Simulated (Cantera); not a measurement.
## Stirred combustor or abatement burner

A perfectly stirred reactor is fed with CH4 : H2 : O2 : N2 = 1 : 0.065 : 1.85 : 6.95 (molar parts), equivalence ratio 1.1, at 10.0 bar; it is adiabatic with a 325 K inlet, and is followed from long to short residence time, starting on the burning branch (τ in s: 0.028, 0.015, 0.0077, 0.004, 0.0021, 0.0011, 0.00057, 0.0003, 0.00015, 8e-05, 4.2e-05, 2.2e-05).

Computed with Cantera and GRI-Mech 3.0 (53 species, 325 reactions).

```
τ (s)    T (K)     x CH4     x H2      x O2    x C2H6     x C2H    x N2O      x NO
-------  -----  --------  -------  --------  --------  --------  -------  --------
0.028     2244   1.56e-5   0.0120  0.000215  3.03e-10  8.32e-11  5.75e-8  0.000262
0.015     2242   2.28e-5   0.0121  0.000313  7.17e-10  1.93e-10  6.87e-8  0.000276
0.0077    2238   3.29e-5   0.0122  0.000476   1.65e-9  4.33e-10  8.57e-8  0.000291
0.0040    2232   4.62e-5   0.0124  0.000723   3.53e-9  8.95e-10  1.08e-7  0.000306
0.0021    2225   6.44e-5   0.0126   0.00109   7.17e-9   1.75e-9  1.36e-7  0.000317
0.0011    2214   9.13e-5   0.0129   0.00163   1.45e-8   3.35e-9  1.70e-7  0.000322
0.00057   2200  0.000134   0.0133   0.00244   3.03e-8   6.43e-9  2.06e-7  0.000316
0.00030   2181  0.000203   0.0139   0.00358   6.55e-8   1.23e-8  2.42e-7  0.000298
0.00015   2153  0.000339   0.0146   0.00544   1.70e-7   2.56e-8  2.73e-7  0.000260
8.0e-5    2116  0.000603   0.0155   0.00819   5.17e-7   5.38e-8  2.88e-7  0.000204
4.2e-5     325     0.101  0.00659     0.188    <1e-12    <1e-12   <1e-12    <1e-12
2.2e-5     325     0.101  0.00659     0.188    <1e-12    <1e-12   <1e-12    <1e-12
```
x: mole fraction; the columns are a selection and need not sum to one.
